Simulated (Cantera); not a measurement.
An adiabatic, constant-volume homogeneous reactor starts with CH4 : CO : O2 : N2 = 1 : 0.41 : 4.59 : 17.3 (molar parts), at 1348 K and 500000 Pa. Integrator tolerance rtol = 1e-08.

Model: GRI-Mech 3.0 (53 species, 325 reactions), integrated in Cantera.

**Question.** What does this change do: pressure from 500000 Pa to 580000 Pa?

**Answer.** 
```csv
quantity,before,after
time of steepest temperature rise,1.18 ms,1.04 ms
temperature at 0.100 s,2527 K,2530 K
equilibrium temperature,2527 K,2530 K
x(CH4) at 0.100 s,<1e-12 (gas-phase equilibrium <1e-12),<1e-12 (gas-phase equilibrium <1e-12)
x(CO) at 0.100 s,0.00265 (gas-phase equilibrium 0.00265),0.00251 (gas-phase equilibrium 0.00251)
x(O2) at 0.100 s,0.0941 (gas-phase equilibrium 0.0941),0.0941 (gas-phase equilibrium 0.0941)
x(H2) at 0.100 s,0.000598 (gas-phase equilibrium 0.000598),0.000564 (gas-phase equilibrium 0.000564)
x(C2H6) at 0.100 s,<1e-12 (gas-phase equilibrium <1e-12),<1e-12 (gas-phase equilibrium <1e-12)
```

**Question.** What does this change do: initial temperature 1348 to 1275 K?

**Answer.** 
```
quantity                                                              before                                      after
---------------------------------  -----------------------------------------  -----------------------------------------
time of steepest temperature rise                                    1.18 ms                                    2.86 ms
temperature at 0.100 s                                                2527 K                                     2479 K
equilibrium temperature                                               2527 K                                     2479 K
x(CH4) at 0.100 s                      <1e-12 (gas-phase equilibrium <1e-12)      <1e-12 (gas-phase equilibrium <1e-12)
x(CO) at 0.100 s                     0.00265 (gas-phase equilibrium 0.00265)    0.00204 (gas-phase equilibrium 0.00204)
x(O2) at 0.100 s                       0.0941 (gas-phase equilibrium 0.0941)      0.0948 (gas-phase equilibrium 0.0948)
x(H2) at 0.100 s                   0.000598 (gas-phase equilibrium 0.000598)  0.000468 (gas-phase equilibrium 0.000468)
x(C2H6) at 0.100 s                     <1e-12 (gas-phase equilibrium <1e-12)      <1e-12 (gas-phase equilibrium <1e-12)
```
